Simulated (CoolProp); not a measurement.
Values from CoolProp's reference Helmholtz-energy equation of state, Lemmon 2006. It is a short technical equation, of lower accuracy than the large ones.

Task: For R142b, give the phase and the Joule-Thomson coefficient (K/MPa), conductivity (mW/(m K)) at 397 K and 101 kPa.

Result: 
- 397 K and 101 kPa: gas; Joule-Thomson coefficient 10.5, conductivity 18.7

Thermal conductivity comes from a separate model (Huber 2003), an estimate that may be off by 10 % or more.
